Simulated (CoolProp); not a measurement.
Computed with CoolProp (reference Helmholtz-energy equation of state, Setzmann 1991).

Problem. For methane, give the phase and the cp (kJ/(kg K)) at -3.45 °C and 101 kPa; 108.15 °C and 101 kPa.

Solution. 
- -3.45 °C and 101 kPa: gas; cp 2.17
- 108.15 °C and 101 kPa: gas; cp 2.47
